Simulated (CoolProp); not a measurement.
p-xylene along the isotherm 212.15 °C: Z from the reference equation and from simpler models built on Tc = 343.0 °C, pc = 3.532 MPa, ω = 0.324; each cubic takes its own stable root.

Computed with CoolProp (reference Helmholtz-energy equation of state, Zhou 2012).

```csv
p (MPa),phase,reference
0.118,gas,0.9711
0.235,gas,0.9407
0.353,gas,0.9080
0.471,gas,0.8726
0.589,liquid,0.02304
0.706,liquid,0.02761
0.824,liquid,0.03220
0.942,liquid,0.03679
1.06,liquid,0.04137
1.18,liquid,0.04603
1.29,liquid,0.05029
1.41,liquid,0.05494
1.53,liquid,0.05958
1.65,liquid,0.06422
1.77,liquid,0.06885
```

Problem. How far does each simpler model (van der Waals, Redlich-Kwong, Soave-Redlich-Kwong, Peng-Robinson) lie from the reference over these 15 states: mean and median of the absolute difference, and the worst?

Solution. 
- van der Waals: mean 1034.8 %, median 75.8 %, worst +3827.1 % at 212.15 °C and 0.589 MPa
- Redlich-Kwong: mean 459.7 %, median 23.3 %, worst +3705.1 % at 212.15 °C and 0.589 MPa
- Soave-Redlich-Kwong: mean 12.3 %, median 16.2 %, worst +16.6 % at 212.15 °C and 0.589 MPa
- Peng-Robinson: mean 2.1 %, median 2.5 %, worst +2.7 % at 212.15 °C and 0.589 MPa

At some of these states van der Waals, Redlich-Kwong gives the other phase, because its saturation line lies elsewhere.
